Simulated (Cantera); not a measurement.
What does this Cantera script print?

```python
import numpy as np
import cantera as ct

gas_names = [...]  # 95 gases of nasa_gas.yaml made of C, F, H
cond_names = """
    C(gr) C6H6(L) C7H8(L) C8H18(L),n-octa
""".split()


# ... load() reads the species with a 1 bar reference pressure and builds the phases ...
atoms = {
    'CF4': {'C': 1, 'F': 4},
    'H2': {'H': 2},
}
top_T = {'C(gr)': 4500}  # K; cautious upper limits of use, not melting points


# ... equilibrate(T, P, feed) seeds the gas with the atoms and calls Mixture.equilibrate('TP', solver="vcs", rtol=1e-11, max_steps=5000) ...
results = []
feed = {'CF4': 1, 'H2': 7.1}  # mol
P = 250  # Pa
for T in [1473, 1623, 1773, 1923, 2073, 2223, 2373, 2523, 2673]:
    mix = equilibrate(T, P, feed)
    results.append((T, P, feed, dict(zip(mix.species_names, mix.species_moles))))

top = {s: max(r[3][s] / sum(r[3][g] for g in gas_names) for r in results) for s in gas_names}
cols = sorted((s for s in top if top[s] > 0.001), key=lambda s: -top[s])[:6]
seen = [c for c in cond_names if any(r[3].get(c, 0) > 1e-12 for r in results)]
print("log10 of partial pressures in bar; condensed amounts in mol")
print(f"{'T/K':>10s}" + "".join(f"{s[:9]:>10s}" for s in cols + seen))
for T, P, feed, n in results:
    ng = sum(n[g] for g in gas_names)
    print(f"{T:10.4g}" + "".join(f"{np.log10(max(n[s] / ng * P / 1e5, 1e-99)):10.3f}" for s in cols)
          + "".join(f"{n.get(c, 0):10.4g}" for c in seen))
```

Result:

```
log10 of partial pressures in bar; condensed amounts in mol
       T/K        H2         H        HF C2H2,acet         F        C3     C(gr)
      1473    -2.854    -6.325    -2.959    -8.040   -11.077   -18.267    0.9999
      1623    -2.854    -5.588    -2.959    -7.312    -9.898   -15.553    0.9996
      1773    -2.856    -4.974    -2.960    -6.710    -8.915   -13.305    0.9986
      1923    -2.862    -4.457    -2.962    -6.208    -8.084   -11.415    0.9954
      2073    -2.878    -4.019    -2.967    -5.790    -7.370    -9.804    0.9879
      2223    -2.913    -3.650    -2.979    -5.450    -6.748    -8.417    0.9726
      2373    -2.982    -3.346    -3.000    -5.193    -6.196    -7.209    0.9462
      2523    -3.106    -3.109    -3.034    -5.030    -5.691    -6.150    0.9014
      2673    -3.305    -2.943    -3.078    -4.975    -5.212    -5.213    0.7713
```

Cantera equilibrium calculation (NASA polynomials, part measured and part estimated; ideal gas, pure solids and liquids).
